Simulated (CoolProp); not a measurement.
Toluene along the isobar 2 MPa: Z from the reference equation and from simpler models built on Tc = 318.6 °C, pc = 4.126 MPa, ω = 0.266; each cubic takes its own stable root.

The numbers come from the reference Helmholtz-energy equation of state, Lemmon 2006 in CoolProp. It is a short technical equation, of lower accuracy than the large ones.

| T (°C) | phase | reference |
|---|---|---|
| 173.55 | liquid | 0.06954 |
| 195.15 | liquid | 0.06891 |
| 216.85 | liquid | 0.06883 |
| 238.55 | liquid | 0.06951 |
| 260.15 | liquid | 0.07147 |
| 281.85 | gas | 0.7253 |
| 303.55 | gas | 0.7714 |
| 325.15 | gas | 0.8055 |
| 346.85 | gas | 0.8323 |

**Question.** How far does each simpler model (van der Waals, Redlich-Kwong, Soave-Redlich-Kwong, Peng-Robinson) lie from the reference over these 9 states: mean and median of the absolute difference, and the worst?

**Answer.** 
- van der Waals: mean 239.9 %, median 68.2 %, worst +974.9 % at 260.15 °C and 2 MPa
- Redlich-Kwong: mean 110.6 %, median 17.6 %, worst +904.5 % at 260.15 °C and 2 MPa
- Soave-Redlich-Kwong: mean 9.6 %, median 12.5 %, worst +20.0 % at 260.15 °C and 2 MPa
- Peng-Robinson: mean 1.4 %, median 0.7 %, worst +5.8 % at 260.15 °C and 2 MPa

At some of these states van der Waals, Redlich-Kwong gives the other phase, because its saturation line lies elsewhere.
